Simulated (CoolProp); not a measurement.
Vapour pressure (kPa) of hydrogen sulfide: the reference equation beside estimates from Tc = 373.1 K, pc = 8999 kPa, ω = 0.101. Clausius-Clapeyron is anchored at 270.3 K with a constant enthalpy of vaporisation of 15.94 kJ/mol.

Model: reference Helmholtz-energy equation of state, Lemmon 2006, in CoolProp. It is a short technical equation, of lower accuracy than the large ones.

```csv
T (K),reference,Clausius-Clapeyron,van der Waals,Redlich-Kwong
253.9,560.7,600.1,1559,617.2
259.4,674.2,704.3,1742,742.8
264.9,804.0,821.0,1938,885.9
270.3,948.7,948.7,2145,1045
275.8,1115,1093,2369,1226
281.2,1298,1249,2603,1425
286.7,1507,1423,2856,1650
292.1,1734,1611,3119,1894
297.6,1990,1818,3403,2167
303.1,2273,2044,3702,2466
308.5,2578,2283,4012,2786
314,2917,2545,4343,3140
```

Absolute difference from the reference over all 12 rows, mean and median: Clausius-Clapeyron 6.2 and 6.3 %, van der Waals 102.0 and 95.0 %, Redlich-Kwong 9.3 and 9.6 %.
